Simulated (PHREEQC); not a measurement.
0.3 g of hydrous ferric oxide (600 m²/g; 0.2 weak and 0.005 strong sites per Fe, Dzombak-Morel constants, diffuse double layer) in 1 kg of water with 0.001 mol/kgw of an inert sodium salt and 9.9e-07 mol/kgw NaH2PO4, at 25 °C; the pH is set by adding NaOH or the inert anion's acid. Oxygen is held at 0.21 atm. No CO2 enters from the air. Nothing may precipitate in this run.

The numbers come from PHREEQC with the ion-association model, wateq4f.dat.

```
pH     P sorbed (%)  surface charge σ (C/m²)  surface potential ψ (mV)
-----  ------------  -----------------------  ------------------------
4             100.0                    0.120                       209
4.67          100.0                    0.069                       183
5.33          100.0                    0.037                       153
6             100.0                    0.019                       119
6.67          100.0                    0.009                        82
7.33          100.0                    0.004                        45
8              99.5                    0.000                         6
8.67           91.7                   -0.003                       -33
9.33           37.3                   -0.007                       -70
10              3.1                   -0.016                      -107
10.67           0.2                   -0.035                      -141
11.33           0.0                   -0.086                      -166
12              0.0                   -0.201                      -176
```

H3PO4, which wateq4f.dat lacks, is added to it with the constant of phreeqc.dat.
